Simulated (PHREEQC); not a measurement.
PHREEQC input (Pitzer model, pitzer.dat):

```
SOLUTION 1
  temp 25
  units mol/kgw
  pH 7 charge
  C(4) 0.027
  Na 0.215
  S(6) 0.094
END
USE solution 1
INCREMENTAL_REACTIONS false
REACTION 1
  H2O -1
  0 9.886 18.011 24.689 30.178 34.689 38.397 41.444
  43.949 46.007 47.699 49.089 50.232 51.172 51.944 52.578
  53.1 53.528 53.88 54.17 54.408 moles
EQUILIBRIUM_PHASES 1
  Burkeite 0 0
  Mirabilite 0 0
  Nahcolite 0 0
  Natron 0 0
  Thenardite 0 0
  Trona 0 0
  CO2(g) -3.4 10
SELECTED_OUTPUT 1
  -reset false
  -pH true
  -pe true
  -ionic_strength true
  -water true
  -activities H2O
  -totals C Na S
  -molalities H+ Na+ CO3-2 SO4-2 OH- HCO3- CO2 HSO4-
  -equilibrium_phases Burkeite Mirabilite Nahcolite Natron Thenardite Trona
PRINT
  -reset false
END
```

Selected output (columns that matter, 21 of 21 rows; water left (kg) added in front):

```
water left (kg)	pH	mu	C	Na	S	m_H+	m_Na+	m_CO3-2	m_SO4-2	m_OH-	m_HCO3-	la_H2O	Mirabilite	Trona
1.00008	9.2968	0.314	0.021957	0.21498	0.093992	8.4178e-10	0.21498	0.0050244	0.093992	2.9447e-05	0.01692	-0.002057	0	0
0.821986	9.3394	0.38263	0.026112	0.26156	0.11436	7.9181e-10	0.26156	0.0067143	0.11436	3.32e-05	0.019385	-0.0024637	0	0
0.675615	9.3794	0.46626	0.031044	0.31823	0.13913	7.5049e-10	0.31823	0.0088952	0.13913	3.7198e-05	0.022136	-0.0029489	0	0
0.555313	9.4167	0.56813	0.036901	0.38717	0.16927	7.1643e-10	0.38717	0.011691	0.16927	4.1415e-05	0.025198	-0.0035273	0	0
0.456431	9.4514	0.69224	0.043867	0.47105	0.20595	6.8845e-10	0.47105	0.015253	0.20595	4.5816e-05	0.028602	-0.0042158	0	0
0.375169	9.4835	0.8434	0.052161	0.57307	0.25055	6.6551e-10	0.57307	0.019768	0.25055	5.0348e-05	0.032382	-0.0050343	0	0
0.308374	9.5132	1.0275	0.062051	0.69721	0.30482	6.4658e-10	0.69721	0.025462	0.30482	5.4942e-05	0.036578	-0.0060063	0	0
0.253487	9.5403	1.2516	0.073857	0.84817	0.37083	6.3065e-10	0.84817	0.032609	0.37083	5.9506e-05	0.041237	-0.0071597	0	0
0.208364	9.565	1.5245	0.087981	1.0318	0.45113	6.1653e-10	1.0318	0.041547	0.45113	6.3932e-05	0.046423	-0.0085293	0	0
0.171293	9.5872	1.8566	0.10489	1.2552	0.54877	6.0284e-10	1.2552	0.052672	0.54877	6.808e-05	0.052213	-0.010157	0	0
0.140816	9.6071	2.2608	0.12521	1.5268	0.66754	5.8787e-10	1.5268	0.066472	0.66754	7.1798e-05	0.058724	-0.0121	0	0
0.11578	9.6245	2.7524	0.14963	1.857	0.81189	5.6952e-10	1.857	0.083507	0.81189	7.4906e-05	0.066113	-0.014433	0	0
0.0951923	9.6395	3.3505	0.1791	2.2586	0.98747	5.4527e-10	2.2586	0.10447	0.98747	7.7215e-05	0.074624	-0.017262	0	0
0.0782616	9.6522	4.0785	0.21478	2.7472	1.2011	5.1228e-10	2.7472	0.13015	1.2011	7.8525e-05	0.084618	-0.020738	0	0
0.0643569	9.6622	4.9628	0.25804	3.3407	1.4606	4.6786e-10	3.3407	0.16142	1.4606	7.8636e-05	0.096618	-0.025075	0	0
0.0529377	9.6692	6.0363	0.3107	4.0614	1.7757	4.1011e-10	4.0614	0.19926	1.7757	7.7369e-05	0.11144	-0.030591	0	0
0.0404456	9.7134	6.6342	0.39992	4.4669	1.8997	3.4679e-10	4.4669	0.26756	1.8997	8.2958e-05	0.13235	-0.033926	0.017166	0
0.0285536	9.7851	6.9675	0.55411	4.6993	1.8768	2.8892e-10	4.6993	0.39139	1.8768	9.4085e-05	0.16272	-0.036024	0.04041	0
0.0188047	9.8639	7.5754	0.82293	5.1204	1.8423	2.3233e-10	5.1204	0.61278	1.8423	0.00010526	0.21015	-0.039908	0.059357	0
0.0108588	9.9494	8.9669	1.3948	6.0791	1.7963	1.7064e-10	6.0791	1.0916	1.7963	0.00011109	0.30322	-0.049282	0.074494	0
0.00439817	9.9944	11.733	2.3973	7.9805	1.8308	1.0948e-10	7.9805	1.9216	1.8308	9.8852e-05	0.47569	-0.070599	0.085948	0.0026682
```
